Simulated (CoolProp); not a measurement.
Vapour-liquid equilibrium of fluoroethane (R161) (1) + R134a (2) at -75.35 °C; x and y are mole fractions of (1).

Computed with CoolProp (multi-fluid Helmholtz-energy mixture model, Wu 2012 and Tillner-Roth 1994; pair parameters Bell 2016).

Task: Give the bubble pressure and the first vapour's composition at x = 0.125, 0.2, 0.65. Is there an azeotrope?

Result: x = 0.125: 0.05998 bar, y = 0.223; x = 0.2: 0.06424 bar, y = 0.339; x = 0.65: 0.09416 bar, y = 0.814. No azeotrope shows between x = 0.05 and 0.95.

The pair parameters rest on a limited set of measurements; away from them the model extrapolates.
